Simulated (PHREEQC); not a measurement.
0.25 g of hydrous ferric oxide (600 m²/g; 0.2 weak and 0.005 strong sites per Fe, Dzombak-Morel constants, diffuse double layer) in 1 kg of water with 0.1 mol/kgw of an inert sodium salt and 1.5e-05 mol/kgw CaCl2, at 25 °C; the pH is set by adding NaOH or the inert anion's acid. O2 is buffered at 0.21 atm. The system is closed to CO2. Precipitation was switched off in this run.

Base run: PHREEQC, ion-association model, wateq4f.dat. Each further column changes one thing. The table gives surface potential ψ (mV).

| pH | base | background salt from 0.1 to 0.01 mol/kgw | oxide from 0.25 to 1.2 g/kgw | 0.00018 mol/kgw Na2HAsO4 added |
|---|---|---|---|---|
| 3 | 153 | … | 152 | … |
| 3.67 | 150 | 193 | 150 | 122 |
| 4.33 | 142 | … | … | 111 |
| 5 | 126 | 152 | 126 | 94 |
| 5.67 | 105 | 125 | 105 | 69 |
| 6.33 | 81 | 95 | 81 | … |
| 7.67 | 22 | 25 | 22 | -28 |
| 8.33 | -9 | -10 | -10 | -56 |
| 9 | -39 | -45 | -42 | -78 |
| 9.67 | -68 | -79 | … | -96 |
| 10.33 | -95 | -111 | -97 | -111 |
| 11 | -117 | -140 | -119 | -124 |

### Question
Fill in the missing entries.

### Answer

- 3, background salt from 0.1 to 0.01 mol/kgw: 203
- 3, 0.00018 mol/kgw Na2HAsO4 added: 130
- 4.33, background salt from 0.1 to 0.01 mol/kgw: 175
- 4.33, oxide from 0.25 to 1.2 g/kgw: 141
- 6.33, 0.00018 mol/kgw Na2HAsO4 added: 39
- 9.67, oxide from 0.25 to 1.2 g/kgw: -71

The oxide is taken as insoluble; below pH 4 it would dissolve. The database has no arsenate complexes of Ca.
